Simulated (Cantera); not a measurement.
# Gas-phase reforming

An isothermal, constant-pressure homogeneous reactor starts with CH4 : H2O : H2 = 1 : 1.7 : 0.97 (molar parts), at 1575 K and 5.00 bar.

Computed with Cantera and GRI-Mech 3.0 (53 species, 325 reactions).

| t (s) | x CH4 | x H2O | x H2 | x C2H | x O2 | x C2H2 | x CO2 |
|---|---|---|---|---|---|---|---|
| 3.00e-5 | 0.272 | 0.463 | 0.264 | <1e-12 | <1e-12 | 8.16e-9 | <1e-12 |
| 0.000175 | 0.272 | 0.463 | 0.265 | <1e-12 | <1e-12 | 2.48e-6 | 1.54e-10 |
| 0.00102 | 0.268 | 0.462 | 0.267 | 1.98e-11 | 1.92e-12 | 0.000258 | 5.30e-8 |
| 0.00594 | 0.249 | 0.456 | 0.285 | 4.32e-10 | 4.61e-12 | 0.00561 | 3.14e-6 |
| 0.0346 | 0.179 | 0.430 | 0.353 | 2.21e-9 | 2.74e-12 | 0.0282 | 0.000134 |
| 0.202 | 0.116 | 0.386 | 0.428 | 3.40e-9 | 1.85e-12 | 0.0407 | 0.00299 |
| 1.18 | 0.103 | 0.305 | 0.499 | 1.62e-9 | 1.15e-12 | 0.0209 | 0.0111 |
| 6.86 | 0.0610 | 0.200 | 0.605 | 2.97e-10 | <1e-12 | 0.00423 | 0.0130 |
| 40.0 | 0.0167 | 0.135 | 0.683 | 1.47e-11 | <1e-12 | 0.000222 | 0.0105 |
x: mole fraction; the columns are a selection and need not sum to one.

Equilibrium at this temperature and pressure: CH4 2.38e-5, H2O 0.114, H2 0.709, C2H <1e-12, O2 <1e-12, C2H2 4.14e-10, CO2 0.00928 (gas phase only).
